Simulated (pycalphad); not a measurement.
All values are pycalphad results on the COST 507 light-alloy database (1999) (1 atm), not direct measurements. The data set is of 1999 and partly superseded. Phase fractions are per mole of atoms.

Give the equilibrium state of Ti-0.1316B (wt.%) at 1177 °C.

bcc, fraction 0.992, with 0.04 B wt.%; BM, fraction 0.008, with 18.4 B wt.%.

Give the equilibrium state of Ti-0.1316B (wt.%) at 727 °C.


```
T = 1000.00 K, P = 101325 Pa, N = 1 mol of atoms
G = -45563 J/mol, H = 19673 J/mol, S = 65.24 J/(mol K)  (SER reference)
chemical potentials (J/mol): Ti -44793, B -177592
phase             fraction      x(Ti)       x(B)
HCP_A3              0.9906     0.9989     0.0011
BM                  0.0094     0.5000     0.5000
```

Database names, with the compositions (at.%) that they take in these runs: BM: Ti 50 B 50. HCP_A3 is hcp.
